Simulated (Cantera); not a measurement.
Mixture: CH₄ : O₂ : N₂ = 1 : 1 : 3.76 (molar parts), equivalence ratio 2.0, at 7500 Torr, adiabatic and at constant pressure. Ignition delay is the time to a rise of 400 K.

Model: GRI-Mech 3.0 (53 species, 325 reactions), integrated in Cantera.

### Question
What does this change do: 0.015 parts H2 added?

### Answer
```csv
quantity,before,after
delay at 1025 K,76.0 ms,36.2 ms
delay at 1125 K,18.1 ms,12.0 ms
delay at 1225 K,5.08 ms,4.06 ms
delay at 1325 K,1.60 ms,1.40 ms
delay at 1425 K,0.551 ms,0.503 ms
delay at 1525 K,0.203 ms,0.190 ms
delay at 1625 K,80.0 µs,76.1 µs
apparent activation energy between 1425 and 1625 K,190 kJ/mol,180 kJ/mol
```
